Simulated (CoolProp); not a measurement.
Properties of methane at several states (Tc = 190.6 K, pc = 4.599 MPa, ω = 0.011).

Values from CoolProp's reference Helmholtz-energy equation of state, Setzmann 1991.

```json
[
 {"T (K)": "220.1", "p (MPa)": "0.0396", "phase": "gas", "Z": "0.9981", "cp (kJ/(kg K))": "?", "speed of sound (m/s)": "388.7", "Prandtl number": "?", "fugacity coefficient": "0.9981"},
 {"T (K)": "380.8", "p (MPa)": "0.972", "phase": "gas", "Z": "0.9942", "cp (kJ/(kg K))": "?", "speed of sound (m/s)": "499.5", "Prandtl number": "?", "fugacity coefficient": "0.9941"},
 {"T (K)": "387", "p (MPa)": "2.08", "phase": "gas", "Z": "0.9890", "cp (kJ/(kg K))": "2.550", "speed of sound (m/s)": "?", "Prandtl number": "?", "fugacity coefficient": "0.9887"}
]
```

Q: Fill in the missing entries.

A: 
- 220.1, cp (kJ/(kg K)): 2.108
- 220.1, Prandtl number: 0.750
- 380.8, cp (kJ/(kg K)): 2.496
- 380.8, Prandtl number: 0.730
- 387, speed of sound (m/s): 503.2
- 387, Prandtl number: 0.739

Viscosity comes from a separate model (Quiñones-Cisneros 2006). Thermal conductivity comes from a separate model (Friend 1989).
